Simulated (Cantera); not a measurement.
Input: 1 mol SiH₂Cl₂, 4.6 mol NH₃, equilibrated at 1975 K and 0.00170 bar.

Method: chemical equilibrium by Gibbs-energy minimisation in Cantera with the NASA 1993 tables (ideal gas, pure condensed phases). Candidate condensed phases: NH₄Cl, Si, Si₃N₄; 28 gas species. The tables' values for SiCl, SiN, SiCl₃ are old estimates; treat these amounts as uncertain. Gases not in the tables: Si₂H₆ and higher silanes. Rates play no part.

**Question.** What is the equilibrium state?

**Answer.** 
```
Quantity        Value
----------  ---------
x(H₂)           0.620
x(N₂)           0.198
x(HCl)         0.0946
x(SiCl₂)       0.0356
x(H)           0.0261
x(Si)          0.0190
x(SiCl)       0.00316
x(Cl)         0.00298
x(SiH)       0.000444
n(Si(l))    0.312 mol
gas amount  11.61 mol
```
